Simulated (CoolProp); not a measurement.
Isobutane at 293.15 K and 0.157 MPa is throttled through a valve to 0.043 MPa with no heat exchange. Each further row changes one setting.

Model: reference Helmholtz-energy equation of state, Bücker 2006, in CoolProp.

```
case                        temperature change (K)  final density (kg/m³)
--------------------------  ----------------------  ---------------------
as stated                                     -2.7                   1.05
outlet pressure 0.0129 MPa                    -3.4                  0.312
outlet pressure 0.0559 MPa                    -2.4                   1.37
```
